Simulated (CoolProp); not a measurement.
Vapour pressure (MPa) of cyclopentane: the reference equation beside estimates from Tc = 511.7 K, pc = 4.583 MPa, ω = 0.202. Clausius-Clapeyron is anchored at 394 K with a constant enthalpy of vaporisation of 22.92 kJ/mol.

Model: reference Helmholtz-energy equation of state, Gedanitz 2015, in CoolProp.

```json
[
 {"T (K)": "394", "reference": "0.6633", "Lee-Kesler": "0.6694", "Clausius-Clapeyron": "0.6633", "van der Waals": "1.468", "Redlich-Kwong": "0.8529", "Peng-Robinson": "0.6641"},
 {"T (K)": "400.7", "reference": "0.7618", "Lee-Kesler": "0.7695", "Clausius-Clapeyron": "0.7456", "van der Waals": "1.590", "Redlich-Kwong": "0.9659", "Peng-Robinson": "0.7637"},
 {"T (K)": "407.4", "reference": "0.8707", "Lee-Kesler": "0.8801", "Clausius-Clapeyron": "0.8350", "van der Waals": "1.718", "Redlich-Kwong": "1.089", "Peng-Robinson": "0.8740"},
 {"T (K)": "414.1", "reference": "0.9907", "Lee-Kesler": "1.002", "Clausius-Clapeyron": "0.9316", "van der Waals": "1.852", "Redlich-Kwong": "1.222", "Peng-Robinson": "0.9958"},
 {"T (K)": "420.7", "reference": "1.121", "Lee-Kesler": "1.133", "Clausius-Clapeyron": "1.034", "van der Waals": "1.991", "Redlich-Kwong": "1.364", "Peng-Robinson": "1.128"},
 {"T (K)": "427.4", "reference": "1.265", "Lee-Kesler": "1.280", "Clausius-Clapeyron": "1.146", "van der Waals": "2.138", "Redlich-Kwong": "1.519", "Peng-Robinson": "1.275"},
 {"T (K)": "434.1", "reference": "1.422", "Lee-Kesler": "1.439", "Clausius-Clapeyron": "1.266", "van der Waals": "2.292", "Redlich-Kwong": "1.686", "Peng-Robinson": "1.435"},
 {"T (K)": "440.8", "reference": "1.594", "Lee-Kesler": "1.612", "Clausius-Clapeyron": "1.394", "van der Waals": "2.452", "Redlich-Kwong": "1.865", "Peng-Robinson": "1.610"},
 {"T (K)": "447.4", "reference": "1.777", "Lee-Kesler": "1.798", "Clausius-Clapeyron": "1.529", "van der Waals": "2.617", "Redlich-Kwong": "2.053", "Peng-Robinson": "1.798"},
 {"T (K)": "454.1", "reference": "1.980", "Lee-Kesler": "2.002", "Clausius-Clapeyron": "1.675", "van der Waals": "2.791", "Redlich-Kwong": "2.257", "Peng-Robinson": "2.005"},
 {"T (K)": "460.8", "reference": "2.199", "Lee-Kesler": "2.223", "Clausius-Clapeyron": "1.829", "van der Waals": "2.972", "Redlich-Kwong": "2.473", "Peng-Robinson": "2.228"},
 {"T (K)": "467.4", "reference": "2.432", "Lee-Kesler": "2.457", "Clausius-Clapeyron": "1.990", "van der Waals": "3.157", "Redlich-Kwong": "2.700", "Peng-Robinson": "2.466"},
 {"T (K)": "474.1", "reference": "2.688", "Lee-Kesler": "2.715", "Clausius-Clapeyron": "2.163", "van der Waals": "3.352", "Redlich-Kwong": "2.944", "Peng-Robinson": "2.726"},
 {"T (K)": "480.8", "reference": "2.964", "Lee-Kesler": "2.993", "Clausius-Clapeyron": "2.346", "van der Waals": "3.554", "Redlich-Kwong": "3.201", "Peng-Robinson": "3.006"},
 {"T (K)": "487.5", "reference": "3.263", "Lee-Kesler": "3.292", "Clausius-Clapeyron": "2.538", "van der Waals": "3.764", "Redlich-Kwong": "3.474", "Peng-Robinson": "3.307"}
]
```

Absolute difference from the reference over all 15 rows, mean and median: Lee-Kesler 1.1 and 1.1 %, Clausius-Clapeyron 12.0 and 12.5 %, van der Waals 59.3 and 53.8 %, Redlich-Kwong 17.2 and 17.0 %, Peng-Robinson 0.9 and 1.0 %.
